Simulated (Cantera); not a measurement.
## Equilibrium for oxide etching and cleaning by halides: SiO2 + NF3 + H2

Feed: 1 mol SiO2, 2.8 mol NF3, 24 mol H2, at 8.80 Pa.

These are equilibrium values from Cantera (NASA tables, ideal gas, pure condensed phases), not measurements of a reactor. Candidate condensed phases: H2O, Si, SiO2, Si2N2O, Si3N4; 58 gas species. The tables' values for SiF3 are old estimates; treat these amounts as uncertain. The tables hold silica as quartz up to 1696 K and as liquid above; real silica turns to tridymite and cristobalite and melts near 1996 K. The numbers say what is thermodynamically allowed, not how fast it happens.

```json
[
 {"T (°C)": "477", "x H2": "0.684", "x HF": "0.200", "x N2": "0.0484", "x H2O": "0.0452", "x SiO": "<1e-12", "x SiF4": "0.0226", "x H": "2.79e-11", "n SiO2(α-quartz)": "0.346", "n SiO2(β-quartz)": "0"},
 {"T (°C)": "577", "x H2": "0.678", "x HF": "0.231", "x N2": "0.0480", "x H2O": "0.0283", "x SiO": "<1e-12", "x SiF4": "0.0141", "x H": "1.80e-9", "n SiO2(α-quartz)": "0", "n SiO2(β-quartz)": "0.588"},
 {"T (°C)": "677", "x H2": "0.675", "x HF": "0.250", "x N2": "0.0477", "x H2O": "0.0184", "x SiO": "<1e-12", "x SiF4": "0.00918", "x H": "4.87e-8", "n SiO2(α-quartz)": "0", "n SiO2(β-quartz)": "0.731"},
 {"T (°C)": "777", "x H2": "0.673", "x HF": "0.260", "x N2": "0.0476", "x H2O": "0.0126", "x SiO": "7.26e-12", "x SiF4": "0.00629", "x H": "7.09e-7", "n SiO2(α-quartz)": "0", "n SiO2(β-quartz)": "0.815"},
 {"T (°C)": "877", "x H2": "0.672", "x HF": "0.267", "x N2": "0.0475", "x H2O": "0.00907", "x SiO": "2.40e-9", "x SiF4": "0.00453", "x H": "6.52e-6", "n SiO2(α-quartz)": "0", "n SiO2(β-quartz)": "0.866"},
 {"T (°C)": "977", "x H2": "0.671", "x HF": "0.271", "x N2": "0.0475", "x H2O": "0.00684", "x SiO": "3.11e-7", "x SiF4": "0.00341", "x H": "4.22e-5", "n SiO2(α-quartz)": "0", "n SiO2(β-quartz)": "0.899"},
 {"T (°C)": "1077", "x H2": "0.670", "x HF": "0.274", "x N2": "0.0474", "x H2O": "0.00537", "x SiO": "1.93e-5", "x SiF4": "0.00265", "x H": "0.000208", "n SiO2(α-quartz)": "0", "n SiO2(β-quartz)": "0.920"},
 {"T (°C)": "1177", "x H2": "0.668", "x HF": "0.276", "x N2": "0.0473", "x H2O": "0.00462", "x SiO": "0.000631", "x SiF4": "0.00189", "x H": "0.000824", "n SiO2(α-quartz)": "0", "n SiO2(β-quartz)": "0.922"},
 {"T (°C)": "1277", "x H2": "0.656", "x HF": "0.280", "x N2": "0.0469", "x H2O": "0.00769", "x SiO": "0.00672", "x SiF4": "0.000399", "x H": "0.00272", "n SiO2(α-quartz)": "0", "n SiO2(β-quartz)": "0.785"},
 {"T (°C)": "1377", "x H2": "0.621", "x HF": "0.276", "x N2": "0.0459", "x H2O": "0.0249", "x SiO": "0.0248", "x SiF4": "2.14e-5", "x H": "0.00763", "n SiO2(α-quartz)": "0", "n SiO2(β-quartz)": "0.243"},
 {"T (°C)": "1477", "x H2": "0.599", "x HF": "0.272", "x N2": "0.0453", "x H2O": "0.0323", "x SiO": "0.0324", "x SiF4": "1.43e-6", "x H": "0.0192", "n SiO2(α-quartz)": "0", "n SiO2(β-quartz)": "0"}
]
```
x: gas mole fraction; n: condensed amount in mol.

At 477 °C the condensed part is SiO2(α-quartz). From 577 °C to 1377 °C the condensed part is SiO2(β-quartz). At 1477 °C nothing is condensed. The main Si-bearing gas is SiF4 at 477 °C and SiO at 1477 °C. The share of Si in condensed phases is highest at 1177 °C (92.2 %) and lowest at 1477 °C (0.0 %).
